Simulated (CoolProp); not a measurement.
A closed Brayton cycle with nitrogen: compressor inlet 316.15 K and 5.6 MPa, high pressure 19.1 MPa, turbine inlet 945 K, compressor efficiency 0.8, turbine efficiency 0.85, recuperator effectiveness 0.9 (on enthalpy, no pinch check). Each further row changes one setting.

Computed with CoolProp (reference Helmholtz-energy equation of state, Span 2000).

```csv
case,thermal efficiency (%),net work (kJ/kg),compressor to turbine work,compressor exit (K),turbine exit (K)
as stated,27.9,80.8,0.69,483.7,723.9
turbine inlet 895 K,24.6,67.0,0.73,483.7,683.7
compressor inlet 326.15 K,26.0,74.9,0.71,498.8,723.9
high pressure 16.2 MPa,29.6,78.7,0.66,457.6,750.0
recuperator effectiveness 0.5,20.5,80.8,0.69,483.7,723.9
```
